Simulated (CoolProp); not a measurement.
Vapour-liquid equilibrium of methanol (1) + water (2) at 373 kPa; x and y are mole fractions of (1).

Computed with CoolProp (multi-fluid Helmholtz-energy mixture model, de Reuck 1993 and Wagner 2002; pair parameters Bell 2016).

| x | bubble temperature, mixture model (K) | bubble temperature, Raoult's law (K) | y, mixture model | y, Raoult's law |
|---|---|---|---|---|
| 0.05 | 409.3 | 410.8 | 0.165 | 0.138 |
| 0.2 | 398.7 | 402.1 | … | 0.439 |
| 0.35 | 391.6 | 395.0 | 0.639 | 0.633 |
| 0.5 | 386.4 | 389.1 | … | 0.766 |
| 0.65 | 382.3 | 384.1 | 0.835 | 0.861 |
| 0.8 | … | 379.8 | 0.908 | 0.931 |
| 0.95 | 375.8 | 376.0 | 0.977 | 0.985 |

Question: Complete the blanks.

Answer: 
- 0.2, y, mixture model: 0.469
- 0.5, y, mixture model: 0.750
- 0.8, bubble temperature, mixture model (K): 378.9

The largest gap from Raoult's law is -3.4 K in bubble temperature, at x = 0.35. No azeotrope shows between x = 0.05 and 0.95.

Pair parameters are fitted to limited data, so mixtures are less certain than the pure fluids.
